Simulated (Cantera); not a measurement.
**Equilibrium for nitride etching: BN + H2O + H2**

Charge: 1 mol BN, 0.36 mol H2O, 0.35 mol H2, held at 1623 K and 0.00160 bar.

Cantera equilibrium calculation (NASA polynomials, part measured and part estimated; ideal gas, pure solids and liquids). Candidate condensed phases: B, BN, B2O3, B3O3H3, H2O; 39 gas species. Equilibrium is a limit: real reactors are often held back by kinetics, nucleation or transport.

| Quantity | Value |
|---|---|
| x(H2) | 0.683 |
| x(N2) | 0.138 |
| x(B2O3) | 0.0719 |
| x(HBO) | 0.0575 |
| x(B2O2) | 0.0265 |
| x(HBO2) | 0.0187 |
| x(BO) | 0.00265 |
| x(H) | 0.00143 |
| x(H2O) | 0.000246 |
| n(BN(s)) | 0.729 mol |
| gas amount | 0.9828 mol |
| log10 activity of B(s) (absent) | -1.65 |
| log10 activity of B3O3H3(s) (absent) | -12.50 |
